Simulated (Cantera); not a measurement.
An isothermal, constant-pressure homogeneous reactor starts with NH₃ : N₂ = 1 : 0.96 (molar parts), at 2250 K and 1.30 bar. Integrator tolerance rtol = 1e-08.

Detailed kinetics in Cantera: the gas-phase N/H chemistry of the illustrative SiF4/NH3 mechanism in the Surface Chemkin manual (1991). Walls and surfaces, which speed up NH3 decomposition in real reactors, are not modelled.

**Question.** What does this change do: temperature 2250 to 1375 K?

**Answer.** 
| quantity | before | after |
|---|---|---|
| x(NH₃) at 10.0 s | 4.53e-6 (gas-phase equilibrium 4.53e-6) | 0.489 (gas-phase equilibrium 3.02e-5) |
| x(N) at 10.0 s | 1.37e-8 (gas-phase equilibrium 1.37e-8) | 1.26e-10 (gas-phase equilibrium <1e-12) |
| x(H) at 10.0 s | 0.00465 (gas-phase equilibrium 0.00465) | 2.02e-7 (gas-phase equilibrium 2.15e-6) |
| x(NH) at 10.0 s | 2.83e-8 (gas-phase equilibrium 2.83e-8) | 1.14e-8 (gas-phase equilibrium <1e-12) |
| x(N₂H₂) at 10.0 s | 3.91e-12 (gas-phase equilibrium 3.91e-12) | 5.86e-8 (gas-phase equilibrium <1e-12) |
| x(N₂H₄) at 10.0 s | <1e-12 (gas-phase equilibrium <1e-12) | 9.74e-8 (gas-phase equilibrium <1e-12) |
| x(H₂) at 10.0 s | 0.503 (gas-phase equilibrium 0.503) | 0.0206 (gas-phase equilibrium 0.507) |

**Question.** What does this change do: temperature 2250 to 1373 K?

**Answer.** 
```tsv
quantity	before	after
x(NH₃) at 10.0 s	4.53e-6 (gas-phase equilibrium 4.53e-6)	0.490 (gas-phase equilibrium 3.05e-5)
x(N) at 10.0 s	1.37e-8 (gas-phase equilibrium 1.37e-8)	1.20e-10 (gas-phase equilibrium <1e-12)
x(H) at 10.0 s	0.00465 (gas-phase equilibrium 0.00465)	1.91e-7 (gas-phase equilibrium 2.09e-6)
x(NH) at 10.0 s	2.83e-8 (gas-phase equilibrium 2.83e-8)	1.11e-8 (gas-phase equilibrium <1e-12)
x(N₂H₂) at 10.0 s	3.91e-12 (gas-phase equilibrium 3.91e-12)	5.81e-8 (gas-phase equilibrium <1e-12)
x(N₂H₄) at 10.0 s	<1e-12 (gas-phase equilibrium <1e-12)	9.75e-8 (gas-phase equilibrium <1e-12)
x(H₂) at 10.0 s	0.503 (gas-phase equilibrium 0.503)	0.0199 (gas-phase equilibrium 0.507)
```
